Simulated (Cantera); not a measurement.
Gas mixture: 72.7 % NO, 27.3 % CO2, at 101000 Pa, frozen composition.

Cantera's kinetic-theory transport with the Lennard-Jones parameters of GRI-Mech 3.0, ideal gas; thermal conductivity in the multicomponent form. The composition is frozen, though it would react at the higher temperatures.

One state of this run: ρ (kg/m³) = 0.458; cp (J/kg/K) = 1146; μ (µPa s) = 39.5; λ (mW/m/K) = 63.1; Pr = 0.717; D (cm²/s) O = 1.96; D (cm²/s) H2O = 1.59; D (cm²/s) CH4 = 1.40. D: mixture-averaged diffusion coefficient of that species in the mixture.

Q: Which value of T (K) does it belong to?
(A) 900
(B) 800
(C) 600
(D) 1100

A: A, 900
